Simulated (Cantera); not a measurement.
A perfectly stirred reactor is fed with NH3 : N2 = 1 : 0.44 (molar parts), at 24.8 Torr; it is held at 2275 K, and followed from long to short residence time.

Detailed kinetics in Cantera: the gas-phase N/H chemistry of the illustrative SiF4/NH3 mechanism in the Surface Chemkin manual (1991). Walls and surfaces, which speed up NH3 decomposition in real reactors, are not modelled.

### Question
What does this change do: temperature 2275 to 2325 K?

### Answer
```tsv
quantity	before	after
x(NH3) at τ = 0.350 s	0.0859	0.0601
x(H) at τ = 0.350 s	0.00162	0.00220
x(N2) at τ = 0.350 s	0.375	0.378
x(N2H2) at τ = 0.350 s	1.54e-6	1.23e-6
x(N2H4) at τ = 0.350 s	1.43e-9	9.04e-10
x(NH3) at τ = 12.0 ms	0.558	0.511
x(H) at τ = 12.0 ms	0.000228	0.000360
x(N2) at τ = 12.0 ms	0.320	0.325
x(N2H2) at τ = 12.0 ms	1.51e-5	1.57e-5
x(N2H4) at τ = 12.0 ms	2.28e-8	2.01e-8
```
